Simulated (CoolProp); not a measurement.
Vapour pressure (MPa) of R1336mzz(Z): the reference equation beside estimates from Tc = 444.5 K, pc = 2.904 MPa, ω = 0.386. Clausius-Clapeyron is anchored at 282.3 K with a constant enthalpy of vaporisation of 28.80 kJ/mol.

Computed with CoolProp (reference Helmholtz-energy equation of state, McLinden 2020).

```
T (K)  reference  Lee-Kesler  Clausius-Clapeyron  van der Waals  Redlich-Kwong  Soave-Redlich-Kwong
-----  ---------  ----------  ------------------  -------------  -------------  -------------------
282.3    0.03789     0.03742             0.03789         0.3475         0.1054              0.03755
297.7    0.07227     0.07192             0.07148         0.4628         0.1729              0.07195
313.1     0.1278      0.1279              0.1267         0.6009         0.2676               0.1278
328.5     0.2122      0.2133              0.2128         0.7634         0.3949               0.2132
343.9     0.3343      0.3366              0.3411         0.9518         0.5602               0.3374
359.3     0.5040      0.5076              0.5253          1.168         0.7683               0.5106
374.7     0.7323      0.7367              0.7806          1.412          1.024               0.7441
390        1.029       1.034               1.122          1.684          1.331                1.048
405.4      1.412       1.416               1.572          1.988          1.695                1.438
420.8      1.897       1.901               2.149          2.324          2.121                1.926
436.2      2.507       2.512               2.873          2.692          2.611                2.528
```

Absolute difference from the reference over all 11 rows, mean and median: Lee-Kesler 0.5 and 0.5 %, Clausius-Clapeyron 5.8 and 4.2 %, van der Waals 230.1 and 131.7 %, Redlich-Kwong 67.1 and 52.4 %, Soave-Redlich-Kwong 1.1 and 0.9 %.
